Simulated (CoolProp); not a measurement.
Vapour-liquid equilibrium of R227EA (1) + isobutene (2) at 48.15 °C; x and y are mole fractions of (1).

Model: multi-fluid Helmholtz-energy mixture model, Lemmon 2016 and Lemmon 2005; pair parameters Bell 2016, in CoolProp.

### Question
Give the bubble pressure and the first vapour's composition at x = 0.125, 0.65, 0.875. Is there an azeotrope?

### Answer
x = 0.125: 7.394 bar, y = 0.271; x = 0.65: 9.343 bar, y = 0.664; x = 0.875: 9.155 bar, y = 0.851. y crosses x between x = 0.65 and 0.725: the model has an azeotrope there.

The pair parameters rest on a limited set of measurements; away from them the model extrapolates.
